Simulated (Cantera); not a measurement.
What does this Cantera script print?

```python
import numpy as np
import cantera as ct

gas_names = """
    Fe FeO Fe(OH)2 H HNO HNO2 HNO3 HO2 H2 H2O H2O2 H2S H2SO4 N NH NH2 NH3 NH2OH NO NO2 NO3 N2 N2H2 N2H4
    N2O O OH O2 O3 S SH SN SO SO2 SO3 S2 S2O S8
""".split()
cond_names = """
    Fe(a) Fe(c) Fe(d) Fe(L) FeO(s) FeO(L) Fe(OH)2(s) Fe(OH)3(s) FeS(a) FeS(b) FeS(c) FeS(L) FeSO4(s)
    FeS2(s) Fe2O3(s) Fe2S3O12(s) Fe3O4(s) H2O(s) H2O(L) H2SO4(L) S(cr1) S(cr2) S(L)
""".split()


# ... load() reads the species with a 1 bar reference pressure and builds the phases ...
atoms = {
    'FeS': {'Fe': 1, 'S': 1},
    'H2S': {'H': 2, 'S': 1},
    'N2': {'N': 2},
    'SO3': {'S': 1, 'O': 3},
}
top_T = {'FeSO4(s)': 950, 'FeS2(s)': 1010, 'Fe2O3(s)': 1830, 'Fe2S3O12(s)': 1100, 'Fe3O4(s)': 1870}  # K; cautious upper limits of use, not melting points


# ... equilibrate(T, P, feed) seeds the gas with the atoms and calls Mixture.equilibrate('TP', solver="vcs", rtol=1e-11, max_steps=5000) ...
results = []
feed = {'FeS': 1, 'H2S': 0.16, 'N2': 0.6, 'SO3': 4.9}  # mol
P = 13332.2  # Pa
for T in [900, 950, 1000, 1050, 1100, 1150, 1200, 1250, 1300, 1350, 1400, 1450, 1500, 1550]:
    mix = equilibrate(T, P, feed)
    results.append((T, P, feed, dict(zip(mix.species_names, mix.species_moles))))
    x = sorted(zip(gas.X, gas.species_names), reverse=True)
    print(f"T = {T:g} K  P = {P:g} Pa  gas = {mix.phase_moles(0):.4g} mol")
    print("   x: " + "  ".join(f"{s} {v:.3e}" for v, s in x if v > 0.001))
    print("   condensed (mol): " + ("  ".join(f"{mix.phase(i).name} {mix.phase_moles(i):.4g}"
          for i in range(1, mix.n_phases) if mix.phase_moles(i) > 1e-12) or "none"))
```

It prints:

```
T = 900 K  P = 13332.2 Pa  gas = 6.851 mol
   x: SO2 7.594e-01  SO3 1.251e-01  N2 8.757e-02  H2O 2.335e-02  O2 4.568e-03
   condensed (mol): Fe2O3(s) 0.5
T = 950 K  P = 13332.2 Pa  gas = 6.909 mol
   x: SO2 7.698e-01  SO3 1.073e-01  N2 8.684e-02  H2O 2.315e-02  O2 1.295e-02
   condensed (mol): Fe2O3(s) 0.5
T = 1000 K  P = 13332.2 Pa  gas = 6.994 mol
   x: SO2 7.847e-01  N2 8.578e-02  SO3 8.170e-02  O2 2.492e-02  H2O 2.287e-02
   condensed (mol): Fe2O3(s) 0.5
T = 1050 K  P = 13332.2 Pa  gas = 7.077 mol
   x: SO2 7.989e-01  N2 8.478e-02  SO3 5.741e-02  O2 3.629e-02  H2O 2.261e-02
   condensed (mol): Fe2O3(s) 0.5
T = 1100 K  P = 13332.2 Pa  gas = 7.141 mol
   x: SO2 8.097e-01  N2 8.402e-02  O2 4.491e-02  SO3 3.900e-02  H2O 2.241e-02
   condensed (mol): Fe2O3(s) 0.5
T = 1150 K  P = 13332.2 Pa  gas = 7.185 mol
   x: SO2 8.170e-01  N2 8.349e-02  O2 5.082e-02  SO3 2.638e-02  H2O 2.227e-02
   condensed (mol): Fe2O3(s) 0.5
T = 1200 K  P = 13332.2 Pa  gas = 7.215 mol
   x: SO2 8.219e-01  N2 8.315e-02  O2 5.472e-02  H2O 2.218e-02  SO3 1.805e-02
   condensed (mol): Fe2O3(s) 0.5
T = 1250 K  P = 13332.2 Pa  gas = 7.235 mol
   x: SO2 8.251e-01  N2 8.291e-02  O2 5.727e-02  H2O 2.211e-02  SO3 1.258e-02
   condensed (mol): Fe2O3(s) 0.5
T = 1300 K  P = 13332.2 Pa  gas = 7.248 mol
   x: SO2 8.272e-01  N2 8.275e-02  O2 5.896e-02  H2O 2.207e-02  SO3 8.954e-03
   condensed (mol): Fe2O3(s) 0.5
T = 1350 K  P = 13332.2 Pa  gas = 7.256 mol
   x: SO2 8.286e-01  N2 8.264e-02  O2 6.009e-02  H2O 2.204e-02  SO3 6.510e-03
   condensed (mol): Fe2O3(s) 0.5
T = 1400 K  P = 13332.2 Pa  gas = 7.262 mol
   x: SO2 8.296e-01  N2 8.255e-02  O2 6.086e-02  H2O 2.202e-02  SO3 4.832e-03
   condensed (mol): Fe2O3(s) 0.5
T = 1450 K  P = 13332.2 Pa  gas = 7.267 mol
   x: SO2 8.303e-01  N2 8.248e-02  O2 6.138e-02  H2O 2.200e-02  SO3 3.657e-03
   condensed (mol): Fe2O3(s) 0.5
T = 1500 K  P = 13332.2 Pa  gas = 7.27 mol
   x: SO2 8.308e-01  N2 8.243e-02  O2 6.175e-02  H2O 2.199e-02  SO3 2.817e-03
   condensed (mol): Fe2O3(s) 0.5
T = 1550 K  P = 13332.2 Pa  gas = 7.355 mol
   x: SO2 8.216e-01  N2 8.143e-02  O2 7.253e-02  H2O 2.172e-02  SO3 2.359e-03
   condensed (mol): Fe3O4(s) 0.3333
```

Equilibrium computed with Cantera from the NASA thermochemical tables; the gas is ideal and each condensed phase is pure.
